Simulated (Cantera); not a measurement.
An isothermal, constant-pressure homogeneous reactor starts with C₃H₈ : H₂ = 1 : 46 (molar parts), at 1600 K and 1.00 atm. Integrator tolerance rtol = 1e-08.

Detailed kinetics in Cantera: GRI-Mech 3.0 (53 species, 325 reactions). GRI-Mech 3.0 was tuned for natural gas; its chemistry of propane as a main component is partial and can be far from experiment. GRI-Mech 3.0 stops at C3 and has no aromatics, soot or wall deposition, so with more carbon than oxygen in the feed, carbon stays in small species such as C2H2 where larger ones or solid carbon would form.

**Question.** What does this change do: temperature 1600 to 1350 K?

**Answer.** 
```json
[
 {"quantity": "x(C₃H₈) at 10.0 s", "before": "2.47e-9 (gas-phase equilibrium 2.47e-9)", "after": "2.79e-9 (gas-phase equilibrium 2.48e-9)"},
 {"quantity": "x(H₂) at 10.0 s", "before": "0.952 (gas-phase equilibrium 0.952)", "after": "0.937 (gas-phase equilibrium 0.937)"},
 {"quantity": "x(C₂H₄) at 10.0 s", "before": "0.00139 (gas-phase equilibrium 0.00139)", "after": "0.000284 (gas-phase equilibrium 0.000254)"},
 {"quantity": "x(C₂H₂) at 10.0 s", "before": "0.0130 (gas-phase equilibrium 0.0130)", "after": "0.000203 (gas-phase equilibrium 0.000179)"},
 {"quantity": "x(C₂H) at 10.0 s", "before": "2.44e-9 (gas-phase equilibrium 2.44e-9)", "after": "<1e-12 (gas-phase equilibrium <1e-12)"}
]
```
